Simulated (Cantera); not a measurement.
## Thermodynamics of aluminium nitride and oxide growth, feed AlBr₃ + NH₃ + H₂

A closed system holds: 1 mol AlBr₃, 0.27 mol NH₃, 420 mol H₂, held at 75.0 Torr.

Method: chemical equilibrium by Gibbs-energy minimisation in Cantera with the NASA 1993 tables (ideal gas, pure condensed phases). Candidate condensed phases: Al, AlBr₃, AlN, Br₂; 19 gas species. Rates play no part.

From 1050 K to 1550 K the condensed part is AlN(s). From 1650 K to 1950 K nothing is condensed. The main Al-bearing gas is AlBr₃ at 1050 K and AlBr at 1950 K.

| T (K) | x H₂ | x HBr | x H | x AlBr | x AlBr₃ | x Br | x N₂ | n AlN(s) |
|---|---|---|---|---|---|---|---|---|
| 1050 | 0.996 | 0.00192 | 2.56e-8 | 8.46e-7 | 0.00173 | 5.60e-8 | 5.41e-10 | 0.270 |
| 1150 | 0.996 | 0.00197 | 2.36e-7 | 2.44e-5 | 0.00171 | 2.62e-7 | 9.75e-10 | 0.270 |
| 1250 | 0.996 | 0.00242 | 1.53e-6 | 0.000249 | 0.00148 | 1.16e-6 | 6.22e-9 | 0.270 |
| 1350 | 0.995 | 0.00355 | 7.52e-6 | 0.000816 | 0.000915 | 5.06e-6 | 2.17e-7 | 0.270 |
| 1450 | 0.994 | 0.00466 | 2.98e-5 | 0.00141 | 0.000337 | 1.71e-5 | 1.06e-5 | 0.261 |
| 1550 | 0.993 | 0.00471 | 9.92e-5 | 0.00210 | 8.29e-5 | 3.94e-5 | 0.000229 | 0.0763 |
| 1650 | 0.992 | 0.00462 | 0.000286 | 0.00234 | 1.80e-5 | 7.99e-5 | 0.000319 | 0 |
| 1750 | 0.992 | 0.00458 | 0.000732 | 0.00235 | 4.32e-6 | 0.000151 | 0.000319 | 0 |
| 1850 | 0.991 | 0.00449 | 0.00170 | 0.00233 | 1.18e-6 | 0.000263 | 0.000319 | 0 |
| 1950 | 0.989 | 0.00436 | 0.00360 | 0.00229 | 3.54e-7 | 0.000430 | 0.000319 | 0 |
x: gas mole fraction; n: condensed amount in mol.
